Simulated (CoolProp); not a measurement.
Saturation properties of C2F6 (R116).

Values from CoolProp's reference Helmholtz-energy equation of state, Lemmon 2006. It is a short technical equation, of lower accuracy than the large ones.

```
T (K)  p (kPa)  liquid cp (kJ/(kg K))  surface tension (mN/m)  liquid viscosity (µPa s)  vapour viscosity (µPa s)  liquid conductivity (mW/(m K))
-----  -------  ---------------------  ----------------------  ------------------------  ------------------------  ------------------------------
205      167.8                 0.9681                    9.70                       354                      9.57                            72.1
208.8    200.6                 0.9790                    9.20                       331                      9.73                            70.6
212.5    237.1                 0.9901                    8.71                       311                      9.90                            69.2
216.3    279.5                  1.002                    8.21                       292                      10.1                            67.7
220      326.1                  1.015                    7.73                       274                      10.2                            66.2
223.8    379.9                  1.028                    7.24                       257                      10.4                            64.7
227.5    438.3                  1.042                    6.77                       242                      10.6                            63.3
231.3    505.2                  1.057                    6.29                       227                      10.8                            61.8
235      577.2                  1.074                    5.83                       214                      10.9                            60.3
238.7    656.7                  1.091                    5.37                       201                      11.1                            58.8
242.5    746.6                  1.111                    4.91                       189                      11.3                            57.3
246.2    842.5                  1.133                    4.47                       177                      11.6                            55.8
250      950.2                  1.157                    4.03                       166                      11.8                            54.3
253.7     1065                  1.184                    3.60                       155                      12.1                            52.7
257.5     1192                  1.217                    3.18                       145                      12.4                            51.2
```

It boils at 195.1 K under 1 atm.

Viscosity comes from a separate model (Huber 2003), an estimate that may be off by 10 % or more. Thermal conductivity comes from a separate model (Huber 2003), an estimate that may be off by 10 % or more. Surface tension comes from a separate correlation (Mulero 2012).
